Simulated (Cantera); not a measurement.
Input (Python, Cantera) and output of one run.

```python
import numpy as np
import cantera as ct

gas_names = """
    H HO2 H2 H2O H2O2 H2S H2SO4 O OH O2 O3 S SH SO SO2 SO3 S2 S2O S8
""".split()
cond_names = """
    H2O(s) H2O(L) H2SO4(L) S(cr1) S(cr2) S(L)
""".split()


# ... load() reads the species with a 1 bar reference pressure and builds the phases ...
atoms = {
    'S': {'S': 1},
    'H2': {'H': 2},
    'O2': {'O': 2},
}
top_T = {}  # K; cautious upper limits of use, not melting points


# ... equilibrate(T, P, feed) seeds the gas with the atoms and calls Mixture.equilibrate('TP', solver="vcs", rtol=1e-11, max_steps=5000) ...
results = []
feed = {'S': 1, 'H2': 3.7, 'O2': 0.27}  # mol
P = 101325  # Pa
for T in [548, 698, 848, 998, 1148, 1298, 1448, 1598, 1748, 1898, 2048, 2198, 2348]:
    mix = equilibrate(T, P, feed)
    results.append((T, P, feed, dict(zip(mix.species_names, mix.species_moles))))
    x = sorted(zip(gas.X, gas.species_names), reverse=True)
    print(f"T = {T:g} K  P = {P:g} Pa  gas = {mix.phase_moles(0):.4g} mol")
    print("   x: " + "  ".join(f"{s} {v:.3e}" for v, s in x if v > 0.001))
    print("   condensed (mol): " + ("  ".join(f"{mix.phase(i).name} {mix.phase_moles(i):.4g}"
          for i in range(1, mix.n_phases) if mix.phase_moles(i) > 1e-12) or "none"))
```

Result:

```
T = 548 K  P = 101325 Pa  gas = 3.7 mol
   x: H2 5.838e-01  H2S 2.703e-01  H2O 1.459e-01
   condensed (mol): none
T = 698 K  P = 101325 Pa  gas = 3.7 mol
   x: H2 5.838e-01  H2S 2.703e-01  H2O 1.459e-01
   condensed (mol): none
T = 848 K  P = 101325 Pa  gas = 3.7 mol
   x: H2 5.838e-01  H2S 2.703e-01  H2O 1.459e-01
   condensed (mol): none
T = 998 K  P = 101325 Pa  gas = 3.7 mol
   x: H2 5.838e-01  H2S 2.702e-01  H2O 1.459e-01
   condensed (mol): none
T = 1148 K  P = 101325 Pa  gas = 3.701 mol
   x: H2 5.841e-01  H2S 2.698e-01  H2O 1.459e-01
   condensed (mol): none
T = 1298 K  P = 101325 Pa  gas = 3.706 mol
   x: H2 5.861e-01  H2S 2.664e-01  H2O 1.457e-01  S2 1.611e-03
   condensed (mol): none
T = 1448 K  P = 101325 Pa  gas = 3.731 mol
   x: H2 5.952e-01  H2S 2.513e-01  H2O 1.447e-01  S2 7.907e-03
   condensed (mol): none
T = 1598 K  P = 101325 Pa  gas = 3.791 mol
   x: H2 6.163e-01  H2S 2.161e-01  H2O 1.423e-01  S2 2.242e-02  SH 2.743e-03
   condensed (mol): none
T = 1748 K  P = 101325 Pa  gas = 3.872 mol
   x: H2 6.435e-01  H2S 1.698e-01  H2O 1.391e-01  S2 4.095e-02  SH 6.113e-03
   condensed (mol): none
T = 1898 K  P = 101325 Pa  gas = 3.953 mol
   x: H2 6.678e-01  H2O 1.356e-01  H2S 1.269e-01  S2 5.694e-02  SH 1.098e-02
   condensed (mol): none
T = 2048 K  P = 101325 Pa  gas = 4.022 mol
   x: H2 6.852e-01  H2O 1.321e-01  H2S 9.325e-02  S2 6.766e-02  SH 1.708e-02  H 1.841e-03  SO 1.204e-03  S 1.117e-03
   condensed (mol): none
T = 2198 K  P = 101325 Pa  gas = 4.082 mol
   x: H2 6.955e-01  H2O 1.280e-01  S2 7.305e-02  H2S 6.843e-02  SH 2.403e-02  H 4.614e-03  S 2.781e-03  SO 2.578e-03
   condensed (mol): none
T = 2348 K  P = 101325 Pa  gas = 4.142 mol
   x: H2 6.991e-01  H2O 1.229e-01  S2 7.373e-02  H2S 5.037e-02  SH 3.129e-02  H 1.026e-02  S 5.989e-03  SO 4.843e-03  SO2 1.061e-03
   condensed (mol): none
```

Equilibrium computed with Cantera from the NASA thermochemical tables; the gas is ideal and each condensed phase is pure. Gases not in the tables: S3 to S7.
